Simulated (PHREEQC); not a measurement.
# Acid rinse or clean

Dissolve 0.011 mol/kgw HF, 0.032 mol/kgw CaCl2 and 3e-05 mol/kgw KCl at 25 °C. Closed to the air; pH follows from the charge balance.

The numbers come from PHREEQC with the ion-association model, phreeqc.dat.

Each row changes one thing in this solution. This is a speciation only: nothing precipitates in the calculation.

```json
[
 {"case": "as made", "pH": "2.61", "ionic strength (mol/kgw)": "0.0990", "HF (mol/kgw)": "0.00794", "F- (mol/kgw)": "0.00289", "HF2- (mol/kgw)": "8.78e-5"},
 {"case": "diluted 10-fold with water", "pH": "3.25", "ionic strength (mol/kgw)": "0.0102", "HF (mol/kgw)": "0.000476", "F- (mol/kgw)": "___", "HF2- (mol/kgw)": "1.14e-6"},
 {"case": "CaCl2 left out", "pH": "2.62", "ionic strength (mol/kgw)": "0.00257", "HF (mol/kgw)": "0.00839", "F- (mol/kgw)": "0.00246", "HF2- (mol/kgw)": "___"},
 {"case": "CaCl2 replaced by MnCl2 at the same molality", "pH": "2.60", "ionic strength (mol/kgw)": "0.0928", "HF (mol/kgw)": "0.00786", "F- (mol/kgw)": "0.00276", "HF2- (mol/kgw)": "8.29e-5"},
 {"case": "diluted 2-fold with water", "pH": "2.79", "ionic strength (mol/kgw)": "0.0499", "HF (mol/kgw)": "___", "F- (mol/kgw)": "0.00186", "HF2- (mol/kgw)": "2.56e-5"},
 {"case": "KCl left out", "pH": "2.61", "ionic strength (mol/kgw)": "0.0990", "HF (mol/kgw)": "0.00794", "F- (mol/kgw)": "0.00289", "HF2- (mol/kgw)": "8.78e-5"},
 {"case": "KCl from 3e-05 to 2.7e-05 mol/kgw", "pH": "2.61", "ionic strength (mol/kgw)": "0.0990", "HF (mol/kgw)": "0.00794", "F- (mol/kgw)": "0.00289", "HF2- (mol/kgw)": "8.78e-5"},
 {"case": "diluted 100-fold with water", "pH": "4.03", "ionic strength (mol/kgw)": "0.00106", "HF (mol/kgw)": "1.31e-5", "F- (mol/kgw)": "___", "HF2- (mol/kgw)": "4.87e-9"}
]
```

### Question
Some entries are withheld; supply them.

### Answer

- diluted 10-fold with water, F- (mol/kgw): 0.000622
- CaCl2 left out, HF2- (mol/kgw): 7.91e-5
- diluted 2-fold with water, HF (mol/kgw): 0.00359
- diluted 100-fold with water, F- (mol/kgw): 9.69e-5

Some of these states are supersaturated (in Fluorite, for instance).
